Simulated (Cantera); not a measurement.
Charge: 1 mol TiO2, 0.27 mol MgCl2, 0.15 mol O2, held at 627 °C and 0.100 bar.

Cantera equilibrium calculation (NASA polynomials, part measured and part estimated; ideal gas, pure solids and liquids). Candidate condensed phases: Mg, MgCl2, MgO, MgTiO3, MgTi2O5, Mg2TiO4, Ti, TiCl2, TiCl3, TiCl4, TiO, TiO2, Ti2O3, Ti3O5, Ti4O7; 20 gas species. Condensed phases not in the tables: TiOCl, alloys, solid solutions and most ternary compounds. Rates play no part.

Base state: Cl2 0.947, O2 0.0526, Cl 0.000228 (mole fractions); condensed: MgTi2O5(s) + TiO2(rutile).

**Question.** What changes in the equilibrium state with this change: MgCl2 from 0.27 to 0.41 mol?

**Answer.** 
```csv
species,before,after
Cl2,0.947,0.997
TiCl4,8.64e-7,0.00239
Cl,0.000228,0.000233
O2,0.0526,2.11e-5
MgCl2,1.64e-6,8.62e-5
"MgTi2O5(s), mol",0.270,0.301
"TiO2(rutile), mol",0.460,0.396
"MgCl2(s), mol",0,0.109
```
